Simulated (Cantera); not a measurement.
Feed: 1 mol SiCl₄, 1 mol Cl₂, a varied amount of H₂, equilibrated at 875 °C and 428 Torr.

Method: chemical equilibrium by Gibbs-energy minimisation in Cantera with the NASA 1993 tables (ideal gas, pure condensed phases). Candidate condensed phases: Si; 19 gas species. The tables' values for SiCl₃ are old estimates; treat these amounts as uncertain. Equilibrium is a limit: real reactors are often held back by kinetics, nucleation or transport.

x: gas mole fraction; nothing condenses.

```json
[
 {"n(H₂) (mol)": "0.92", "x HCl": "0.630", "x H₂": "8.15e-9", "x SiCl₄": "0.342", "x Cl₂": "0.0271", "x SiHCl₃": "[?]"},
 {"n(H₂) (mol)": "1.1", "x HCl": "0.646", "x H₂": "0.0318", "x SiCl₄": "0.322", "x Cl₂": "7.29e-9", "x SiHCl₃": "[?]"},
 {"n(H₂) (mol)": "1.4", "x HCl": "0.590", "x H₂": "0.116", "x SiCl₄": "0.292", "x Cl₂": "1.66e-9", "x SiHCl₃": "[?]"},
 {"n(H₂) (mol)": "1.7", "x HCl": "0.543", "x H₂": "0.187", "x SiCl₄": "0.268", "x Cl₂": "8.76e-10", "x SiHCl₃": "[?]"},
 {"n(H₂) (mol)": "2.2", "x HCl": "0.479", "x H₂": "0.283", "x SiCl₄": "0.235", "x Cl₂": "4.53e-10", "x SiHCl₃": "[?]"},
 {"n(H₂) (mol)": "2.7", "x HCl": "0.430", "x H₂": "0.358", "x SiCl₄": "0.208", "x Cl₂": "2.87e-10", "x SiHCl₃": "[?]"},
 {"n(H₂) (mol)": "3.3", "x HCl": "0.382", "x H₂": "0.429", "x SiCl₄": "0.184", "x Cl₂": "1.89e-10", "x SiHCl₃": "[?]"},
 {"n(H₂) (mol)": "4.1", "x HCl": "0.333", "x H₂": "0.503", "x SiCl₄": "0.158", "x Cl₂": "1.23e-10", "x SiHCl₃": "[?]"},
 {"n(H₂) (mol)": "5.1", "x HCl": "0.288", "x H₂": "0.571", "x SiCl₄": "0.134", "x Cl₂": "8.07e-11", "x SiHCl₃": "[?]"}
]
```

Problem. Some entries are withheld; supply them.

Solution. 
- 0.92, x SiHCl₃: 8.89e-11
- 1.1, x SiHCl₃: 0.000319
- 1.4, x SiHCl₃: 0.00116
- 1.7, x SiHCl₃: 0.00185
- 2.2, x SiHCl₃: 0.00278
- 2.7, x SiHCl₃: 0.00348
- 3.3, x SiHCl₃: 0.00414
- 4.1, x SiHCl₃: 0.00479
- 5.1, x SiHCl₃: 0.00536
